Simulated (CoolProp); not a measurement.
Properties of isohexane along the isobar 2.84 MPa (Tc = 497.7 K, pc = 3.043 MPa, ω = 0.280).

Computed with CoolProp (reference Helmholtz-energy equation of state, Lemmon 2006). It is a short technical equation, of lower accuracy than the large ones.

```tsv
T (K)	phase	density (kg/m³)	cv (kJ/(kg K))	Joule-Thomson coefficient (K/MPa)	isothermal compressibility (1/MPa)	fugacity coefficient
349.7	liquid	603.5	1.945	-0.2841	0.002915	0.06235
365.1	liquid	587.9	2.010	-0.2359	0.003494	0.09217
380.5	liquid	571.5	2.074	-0.1783	0.004260	0.1306
395.9	liquid	554.0	2.139	-0.1070	0.005311	0.1784
411.3	liquid	535.2	2.203	-0.01466	0.006817	0.2357
426.7	liquid	514.6	2.268	0.1121	0.009112	0.3025
442.1	liquid	491.4	2.333	0.3003	0.01294	0.3779
457.5	liquid	464.1	2.400	0.6154	0.02030	0.4608
473	liquid	429.0	2.473	1.278	0.03917	0.5496
488.4	liquid	371.3	2.567	3.886	0.1561	0.6395
503.8	gas	107.8	2.636	16.66	0.9062	0.6953
519.2	gas	89.98	2.651	12.07	0.6490	0.7290
534.6	gas	80.08	2.684	9.674	0.5566	0.7571
550	gas	73.25	2.724	8.111	0.5067	0.7812
```
